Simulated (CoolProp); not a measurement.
R13 along the isotherm 283.1 K: density (kg/m³) from the reference equation and from simpler models built on Tc = 303.0 K, pc = 39.73 bar, ω = 0.175; each cubic takes its own stable root.

Model: reference Helmholtz-energy equation of state, Platzer 1990, in CoolProp. This equation is an older, rougher fit; its heat capacities, sound speeds and derivatives of the liquid may be far off and weren't checked against measurements.

```json
[
 {"p (bar)": "44.1", "phase": "liquid", "reference": "1094", "van der Waals": "747.7", "Redlich-Kwong": "975.4", "Soave-Redlich-Kwong": "999.2", "Peng-Robinson": "1124"},
 {"p (bar)": "88.3", "phase": "liquid", "reference": "1168", "van der Waals": "843.1", "Redlich-Kwong": "1093", "Soave-Redlich-Kwong": "1108", "Peng-Robinson": "1242"},
 {"p (bar)": "132", "phase": "liquid", "reference": "1215", "van der Waals": "893.3", "Redlich-Kwong": "1164", "Soave-Redlich-Kwong": "1175", "Peng-Robinson": "1316"},
 {"p (bar)": "177", "phase": "liquid", "reference": "1251", "van der Waals": "929.4", "Redlich-Kwong": "1217", "Soave-Redlich-Kwong": "1226", "Peng-Robinson": "1371"},
 {"p (bar)": "221", "phase": "liquid", "reference": "1279", "van der Waals": "956.5", "Redlich-Kwong": "1258", "Soave-Redlich-Kwong": "1266", "Peng-Robinson": "1415"},
 {"p (bar)": "265", "phase": "liquid", "reference": "1304", "van der Waals": "978.5", "Redlich-Kwong": "1292", "Soave-Redlich-Kwong": "1299", "Peng-Robinson": "1451"},
 {"p (bar)": "309", "phase": "liquid", "reference": "1325", "van der Waals": "997.0", "Redlich-Kwong": "1321", "Soave-Redlich-Kwong": "1328", "Peng-Robinson": "1481"},
 {"p (bar)": "353", "phase": "liquid", "reference": "1344", "van der Waals": "1013", "Redlich-Kwong": "1347", "Soave-Redlich-Kwong": "1353", "Peng-Robinson": "1508"},
 {"p (bar)": "397", "phase": "liquid", "reference": "1361", "van der Waals": "1027", "Redlich-Kwong": "1369", "Soave-Redlich-Kwong": "1375", "Peng-Robinson": "1532"}
]
```
